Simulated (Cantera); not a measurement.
An isothermal, constant-pressure homogeneous reactor starts with 47.6 % NO, 52.4 % N2, at 2098 K and 1.10 bar.

Computed with Cantera and GRI-Mech 3.0 (53 species, 325 reactions).

### Question
Predict: x(NO) at 2.00 s; x(N2) at 2.00 s; x(NO2) at 2.00 s; x(O) at 2.00 s; x(N2O) at 2.00 s; x(O2) at 2.00 s.

### Answer
```json
{
 "x(NO) at 2.00 s": "0.0137 (gas-phase equilibrium 0.0103)",
 "x(N2) at 2.00 s": "0.755 (gas-phase equilibrium 0.757)",
 "x(NO2) at 2.00 s": "2.22e-5 (gas-phase equilibrium 1.67e-5)",
 "x(O) at 2.00 s": "0.000632 (gas-phase equilibrium 0.000634)",
 "x(N2O) at 2.00 s": "6.22e-7 (gas-phase equilibrium 5.88e-7)",
 "x(O2) at 2.00 s": "0.231 (gas-phase equilibrium 0.233)"
}
```
